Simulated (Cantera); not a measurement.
A freely propagating, adiabatic, planar premixed flame of H2 : O2 : N2 : H2O = 1 : 0.185 : 0.815 : 0.44 (molar parts), unburnt at 525 K and 0.450 bar; mixture-averaged transport, grid criteria slope 0.08 and curve 0.16, no radiation.

Cantera simulation using the H2/O2 subset of GRI-Mech 3.0, which has no nitrogen chemistry; the numbers are that mechanism's predictions, not measurements. Burning velocities carry a grid error of a few per cent, more on coarse grids.

Question: Predict: laminar burning velocity; thermal thickness; peak x(HO2); peak x(H); peak x(O).

Answer: 
```
Property                     Value
------------------------  --------
laminar burning velocity  364 cm/s
thermal thickness          1.13 mm
peak x(HO2)               0.000218
peak x(H)                   0.0396
peak x(O)                 0.000872
```
